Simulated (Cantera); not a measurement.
A closed system holds: 1 mol B2O3, 0.24 mol H2O, equilibrated at 2073 K and 0.0133 bar.

Cantera equilibrium calculation (NASA polynomials, part measured and part estimated; ideal gas, pure solids and liquids). Candidate condensed phases: B, B2O3, B3O3H3, H2O; 23 gas species. Rates play no part.

Base state: B2O3 0.625, HBO2 0.329, H2O 0.0203, BO2 0.0142, H2 0.00526, BO 0.00258, H 0.00165, OH 0.000724 (mole fractions); condensed: gas only.

**Question.** What changes in the equilibrium state with this change: H2O from 0.24 to 4.3 mol?

**Answer.** 
```tsv
species	before	after
H2O	0.0203	0.601
HBO2	0.329	0.323
H2	0.00526	0.0261
B2O3	0.625	0.0202
BO2	0.0142	0.00624
B2O2	0.000171	9.28e-7
O2	0.000269	0.00960
BO	0.00258	0.000190
OH	0.000724	0.00963
HBO	0.000606	9.94e-5
```
